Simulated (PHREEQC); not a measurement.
Dissolve 0.001 mol/kgw HF, 0.013 mol/kgw CsF, 1.3e-06 mol/kgw H4SiO4 and 0.1 mol/kgw HCl at 25 °C. Closed to the air; pH follows from the charge balance.

Computed with PHREEQC (ion-association model, wateq4f.dat).

Precipitation was switched off in this run.

**Question.** Estimate the pH.

**Answer.** pH 1.14.

**Question.** In which forms is F present?

**Answer.** HF 92 %, H2F2 6.4 %, F- 1.2 % of the F.

Species that the database lacks are ignored. wateq4f.dat counts part of the HF as a dimer, H2F2, which phreeqc.dat doesn't know; its constant is uncertain. SiF6-2 is the database's only silicon fluoride.
